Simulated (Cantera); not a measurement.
A closed system holds: 1 mol SiH₂Cl₂, 0.058 mol Cl₂, 4 mol H₂, equilibrated at 1900 Pa.

Equilibrium computed with Cantera from the NASA thermochemical tables; the gas is ideal and each condensed phase is pure. Candidate condensed phases: Si; 19 gas species. Gases not in the tables: Si₂H₆ and higher silanes. The numbers say what is thermodynamically allowed, not how fast it happens.

Which condensed phases are stable at each of these points (T (K)): 948, 1023, 1098, 1173, 1248, 1323, 1398, 1473, 1548, 1623, 1698, 1773?


```tsv
T (K)	condensed phases	Si condensed (%)
948	Si(s)	46.8
1023	Si(s)	48.5
1098	Si(s)	50.1
1173	Si(s)	50.6
1248	Si(s)	49.0
1323	Si(s)	45.9
1398	Si(s)	43.1
1473	Si(s)	41.3
1548	Si(s)	40.0
1623	Si(s)	39.0
1698	Si(l)	38.5
1773	Si(l)	40.1
```

From 948 K to 1623 K the condensed part is Si(s). From 1698 K to 1773 K the condensed part is Si(l).
